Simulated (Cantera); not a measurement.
A freely propagating, adiabatic, planar premixed flame of 23.8 % H2, 14.7 % O2, 61.6 % N2, unburnt at 323 K and 1.10 bar; mixture-averaged transport, grid criteria slope 0.08 and curve 0.16, no radiation.

Detailed kinetics in Cantera: the H2/O2 subset of GRI-Mech 3.0, which has no nitrogen chemistry. Burning velocities carry a grid error of a few per cent, more on coarse grids.

Question: Predict: laminar burning velocity; thermal thickness; peak x(H2O2); peak x(O); peak x(HO2).

Answer: 
| Quantity | Result |
|---|---|
| laminar burning velocity | 158 cm/s |
| thermal thickness | 0.321 mm |
| peak x(H2O2) | 9.38e-5 |
| peak x(O) | 0.00760 |
| peak x(HO2) | 0.000441 |
